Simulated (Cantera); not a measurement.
A closed system holds: 1 mol Si₃N₄, 45 mol Cl₂, 0.36 mol N₂, equilibrated at 675 °C and 0.100 bar.

Cantera equilibrium calculation (NASA polynomials, part measured and part estimated; ideal gas, pure solids and liquids). Candidate condensed phases: Si, Si₃N₄; 13 gas species. Rates play no part.

Base state: Cl₂ 0.879, SiCl₄ 0.0676, N₂ 0.0532, Cl 0.000509 (mole fractions); condensed: gas only.

Q: What changes in the equilibrium state with this change: pressure from 0.100 bar to 0.00230 bar?

A: 
| species | before | after |
|---|---|---|
| Cl₂ | 0.879 | 0.876 |
| SiCl₄ | 0.0676 | 0.0675 |
| N₂ | 0.0532 | 0.0531 |
| Cl | 0.000509 | 0.00335 |
